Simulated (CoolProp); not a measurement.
Vapour-liquid equilibrium of ethane (1) + n-pentane (2) at 0.102 MPa; x and y are mole fractions of (1).

Model: multi-fluid Helmholtz-energy mixture model, Bücker 2006 and Thol 2019; pair parameters Kunz 2012, in CoolProp.

| x | bubble temperature, mixture model (°C) | bubble temperature, Raoult's law (°C) | y, mixture model | y, Raoult's law |
|---|---|---|---|---|
| 0.05 | -9.7 | -11.8 | 0.850 | 0.870 |
| 0.15 | -46.9 | -44.5 | … | 0.983 |
| 0.25 | -61.2 | -58.2 | 0.995 | 0.995 |
| 0.35 | -69.1 | -66.5 | 0.998 | 0.998 |
| 0.45 | -74.3 | -72.2 | 0.999 | 0.999 |
| 0.55 | -78.1 | -76.6 | 0.999 | 0.999 |
| 0.65 | … | -80.1 | 1.000 | 1.000 |
| 0.75 | -83.4 | -82.9 | 1.000 | 1.000 |
| 0.85 | … | -85.4 | 1.000 | 1.000 |
| 0.95 | -87.5 | -87.5 | 1.000 | 1.000 |

Task: Complete the blanks.

Result: 
- 0.15, y, mixture model: 0.985
- 0.65, bubble temperature, mixture model (°C): -81.0
- 0.85, bubble temperature, mixture model (°C): -85.5

The largest gap from Raoult's law is -3.0 K in bubble temperature, at x = 0.25. No azeotrope shows between x = 0.05 and 0.95.

Pair parameters are fitted to limited data, so mixtures are less certain than the pure fluids. The gap from Raoult's law changes sign with composition, which may be real or a fault of the pair parameters; it wasn't checked against measurements.
